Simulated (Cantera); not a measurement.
A perfectly stirred reactor is fed with 9.62 % NH3, 90.4 % H2, at 0.316 atm; it is held at 2325 K, and followed from long to short residence time.

Model: the gas-phase N/H chemistry of the illustrative SiF4/NH3 mechanism in the Surface Chemkin manual (1991), integrated in Cantera. Walls and surfaces, which speed up NH3 decomposition in real reactors, are not modelled.

Q: Predict: x(NH3) at τ = 22.0 s; x(H2) at τ = 22.0 s; x(N2) at τ = 22.0 s; x(NH2) at τ = 22.0 s; x(H) at τ = 22.0 s; x(NH3) at τ = 0.100 s; x(H2) at τ = 0.100 s; x(N2) at τ = 0.100 s; x(NH2) at τ = 0.100 s; x(H) at τ = 0.100 s.

A: 
```json
{
 "x(NH3) at τ = 22.0 s": "7.11e-5",
 "x(H2) at τ = 22.0 s": "0.938",
 "x(N2) at τ = 22.0 s": "0.0434",
 "x(NH2) at τ = 22.0 s": "4.57e-6",
 "x(H) at τ = 22.0 s": "0.0189",
 "x(NH3) at τ = 0.100 s": "0.00217",
 "x(H2) at τ = 0.100 s": "0.942",
 "x(N2) at τ = 0.100 s": "0.0425",
 "x(NH2) at τ = 0.100 s": "9.34e-5",
 "x(H) at τ = 0.100 s": "0.0127"
}
```
